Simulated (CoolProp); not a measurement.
Vapour-liquid equilibrium of R143a (1) + n-butane (2) at 900 kPa; x and y are mole fractions of (1).

Values from CoolProp's multi-fluid Helmholtz-energy mixture model, Lemmon and Jacobsen 2000 and Bücker 2006; pair parameters Bell 2016.

### Question
Give the bubble temperature and the first vapour's composition at x = 0.55, 0.65, 0.75. Is there an azeotrope?

### Answer
x = 0.55: 293.9 K, y = 0.810; x = 0.65: 291.8 K, y = 0.840; x = 0.75: 289.9 K, y = 0.874. No azeotrope shows between x = 0.05 and 0.95.

Pair parameters are fitted to limited data, so mixtures are less certain than the pure fluids. With so large a gap from Raoult's law the liquid may split in two, which this calculation doesn't test in full.
